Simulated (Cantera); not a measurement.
A closed system holds: 1 mol SiH₂Cl₂, a varied amount of N₂, at 1325 K and 0.133 bar.

Method: chemical equilibrium by Gibbs-energy minimisation in Cantera with the NASA 1993 tables (ideal gas, pure condensed phases). Candidate condensed phases: NH₄Cl, Si, Si₃N₄; 28 gas species. N₂ is the only nitrogen source here; it is nearly inert below about 1500 K, so the nitride shown seldom forms there in practice. The tables' values for SiCl₃ are old estimates; treat these amounts as uncertain. Rates play no part.

**Question.** At 150 mol N₂, list the 4 most abundant gas species with their mole fractions, and the condensed phases.

**Answer.** N₂ 0.987, HCl 0.0107, H₂ 0.00125, SiCl₄ 0.000505. Condensed: Si₃N₄(s).
